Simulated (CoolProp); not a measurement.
Properties of acetone at several states (Tc = 235.0 °C, pc = 46.92 bar, ω = 0.307).

Computed with CoolProp (reference Helmholtz-energy equation of state, Lemmon 2006). It is a short technical equation, of lower accuracy than the large ones.

```json
[
 {"T (°C)": "68.85", "p (bar)": "7.17", "phase": "liquid", "density (kg/m³)": "734.4", "speed of sound (m/s)": "969.8", "Joule-Thomson coefficient (K/MPa)": "-0.2594", "expansivity (1/kK)": "1.661", "fugacity coefficient": "0.2044"},
 {"T (°C)": "-74.95", "p (bar)": "19.4", "phase": "liquid", "density (kg/m³)": "892.9", "speed of sound (m/s)": "1664", "Joule-Thomson coefficient (K/MPa)": "-0.4280", "expansivity (1/kK)": "1.191", "fugacity coefficient": "1.560e-5"},
 {"T (°C)": "199.55", "p (bar)": "2.61", "phase": "gas", "density (kg/m³)": "3.972", "speed of sound (m/s)": "264.8", "Joule-Thomson coefficient (K/MPa)": "15.20", "expansivity (1/kK)": "2.350", "fugacity coefficient": "0.9717"},
 {"T (°C)": "272.95", "p (bar)": "0.791", "phase": "gas", "density (kg/m³)": "1.017", "speed of sound (m/s)": "289.0", "Joule-Thomson coefficient (K/MPa)": "9.034", "expansivity (1/kK)": "1.865", "fugacity coefficient": "0.9948"},
 {"T (°C)": "138.05", "p (bar)": "0.283", "phase": "gas", "density (kg/m³)": "0.4833", "speed of sound (m/s)": "253.1", "Joule-Thomson coefficient (K/MPa)": "26.40", "expansivity (1/kK)": "2.482", "fugacity coefficient": "0.9948"}
]
```
